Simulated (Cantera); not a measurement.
A Cantera script and its output.

```python
import numpy as np
import cantera as ct

gas = ct.Solution("gri30.yaml")
gas.TPX = 1500, 100000, {'CH4': 1, 'N2': 33}
reactor = ct.IdealGasConstPressureReactor(gas, energy="off", clone=False)
net = ct.ReactorNet([reactor])
net.rtol, net.atol = 1e-08, 1e-18
show = ['CH4', 'H', 'C2H4', 'C2H2', 'C2H', 'CH2']
times = np.geomspace(0.0005, 2, 10)

steps = ct.SolutionArray(gas, extra=["t"])
rows = []
print(f"{'t/s':>10s}{'T/K':>9s}{'P/Pa':>11s}" + "".join(f"{s:>11s}" for s in show))
for t in times:
    while net.time < t:
        t_next = net.step()
        steps.append(gas.state, t=t_next)
    rows.append([np.interp(t, steps.t, y) for y in (steps.T, steps.P, *steps(*show).X.T)])
    print(f"{t:10.3e}{rows[-1][0]:9.1f}{rows[-1][1]:11.4g}" + "".join(f"{x:11.3e}" for x in rows[-1][2:]))
rate = np.gradient(steps.T, steps.t)
print("integrator steps:", len(steps.t))
if steps.T.max() > steps.T[0] + 200:
    print(f"time of steepest temperature rise: {steps.t[rate.argmax()]:.4e} s")
gas.TPX = 1500, 100000, {'CH4': 1, 'N2': 33}
gas.equilibrate("TP")
print(f"equilibrium (TP): T = {gas.T:.1f} K  " + "  ".join(f"{s} {gas[s].X[0]:.3e}" for s in show))
```

It prints:

```
       t/s      T/K       P/Pa        CH4          H       C2H4       C2H2        C2H        CH2
 5.000e-04   1500.0      1e+05  2.940e-02  1.477e-08  3.298e-08  4.798e-11  2.096e-17  8.692e-11
 1.257e-03   1500.0      1e+05  2.939e-02  1.748e-08  4.347e-07  1.892e-09  1.906e-15  3.858e-10
 3.158e-03   1500.0      1e+05  2.935e-02  2.476e-08  3.885e-06  5.545e-08  6.659e-14  1.067e-09
 7.937e-03   1500.0      1e+05  2.923e-02  4.597e-08  2.634e-05  1.199e-06  8.735e-13  2.523e-09
 1.995e-02   1500.0      1e+05  2.880e-02  1.221e-07  1.529e-04  2.314e-05  1.063e-11  5.267e-09
 5.013e-02   1500.0      1e+05  2.742e-02  3.534e-07  5.198e-04  3.115e-04  9.757e-11  6.624e-09
 1.260e-01   1500.0      1e+05  2.466e-02  7.236e-07  5.429e-04  1.681e-03  3.680e-10  4.459e-09
 3.166e-01   1500.0      1e+05  2.047e-02  1.206e-06  2.619e-04  4.033e-03  7.222e-10  2.827e-09
 7.958e-01   1500.0      1e+05  1.479e-02  1.810e-06  1.395e-04  6.938e-03  1.119e-09  1.743e-09
 2.000e+00   1500.0      1e+05  8.706e-03  2.485e-06  1.139e-04  9.934e-03  1.547e-09  9.785e-10
integrator steps: 1113
equilibrium (TP): T = 1500.0 K  CH4 3.607e-04  H 3.645e-06  C2H4 2.858e-05  C2H2 2.397e-03  C2H 3.888e-10  CH2 4.488e-11
```

Cantera simulation using GRI-Mech 3.0 (53 species, 325 reactions); the numbers are that mechanism's predictions, not measurements. GRI-Mech 3.0 stops at C3 and has no aromatics, soot or wall deposition, so with more carbon than oxygen in the feed, carbon stays in small species such as C2H2 where larger ones or solid carbon would form.
